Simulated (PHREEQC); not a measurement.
1 kg of water holding 0.032 mol MgCl2 and 0.022 mol NaCl is evaporated at 25 °C; the solids stay in contact with the brine. No CO2 enters from the air. Only these solids could form: Bischofite, Brucite, Halite, MgCl2_4H2O.

Equilibrium calculation in PHREEQC: Pitzer model, pitzer.dat.

```
water left (kg)  ionic strength  water activity  Halite (mol)  Bischofite (mol)
---------------  --------------  --------------  ------------  ----------------
1                         0.118           0.998             0                 0
0.8219                    0.144           0.997             0                 0
0.6755                    0.175           0.997             0                 0
0.4563                    0.259           0.995             0                 0
0.375                     0.315           0.994             0                 0
0.3082                    0.383           0.993             0                 0
0.2533                    0.466           0.991             0                 0
0.1711                    0.690           0.987             0                 0
0.1407                    0.839           0.984             0                 0
0.1156                     1.02           0.980             0                 0
0.09502                    1.24           0.975             0                 0
0.06418                    1.84           0.962             0                 0
0.05275                    2.24           0.952             0                 0
0.04335                    2.72           0.940             0                 0
0.03564                    3.31           0.923             0                 0
0.0293                     4.03           0.900             0                 0
0.01979                    5.96           0.830             0                 0
0.01627                    7.25           0.776             0                 0
0.01337                    8.82           0.705             0                 0
0.01099                    10.2           0.647       0.00615                 0
0.007426                   13.3           0.507        0.0190                 0
0.006093                   15.9           0.389        0.0211                 0
0.004194                   17.5           0.318        0.0217           0.00757
```

Halite from water left = 0.01099 kg; Bischofite from water left = 0.004194 kg.
